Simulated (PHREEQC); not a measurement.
Reverse-osmosis permeate: speciation

A made-up water analysis in mg/L, 49 °C, pH 6.51, pe 12.5:

```json
[
 {"constituent": "Na", "mg/L": "7.53"},
 {"constituent": "K", "mg/L": "0.155"},
 {"constituent": "Ca", "mg/L": "2.43"},
 {"constituent": "Mg", "mg/L": "1.77"},
 {"constituent": "Cl", "mg/L": "7.6"},
 {"constituent": "S(6) as SO4", "mg/L": "2.8"},
 {"constituent": "Alkalinity as HCO3", "mg/L": "18.9"},
 {"constituent": "Ni", "mg/L": "0.0657"},
 {"constituent": "F", "mg/L": "0.00565"},
 {"constituent": "Zn", "mg/L": "0.019"},
 {"constituent": "Sr", "mg/L": "0.586"}
]
```

Na is adjusted to close the charge balance.
Valence states are taken as typed.

Computed with PHREEQC (ion-association model, wateq4f.dat).

```
Property                  Result
--------------  ----------------
ionic strength  0.000747 mol/kgw
```

```csv
species,molality,activity,log γ
O2,0.00209,0.00209,0.000
HCO3-,0.000308,0.000299,-0.014
Na+,0.000296,0.000286,-0.014
Cl-,0.000214,0.000208,-0.014
CO2,0.000178,0.000178,0.000
Mg+2,7.19e-5,6.33e-5,-0.055
Ca+2,6.00e-5,5.28e-5,-0.056
SO4-2,2.81e-5,2.47e-5,-0.056
Sr+2,6.59e-6,5.80e-6,-0.056
K+,3.96e-6,3.84e-6,-0.014
Ni+2,7.65e-7,6.72e-7,-0.056
MgSO4,6.49e-7,6.49e-7,0.000
CaSO4,3.20e-7,3.20e-7,0.000
NiCO3,3.19e-7,3.19e-7,0.000
H+,3.19e-7,3.09e-7,-0.013
```

No solid was allowed to form. Constants without temperature data keep their 25 °C values here. The database's nickel carbonate constants are estimates that later reviews lower a good deal.
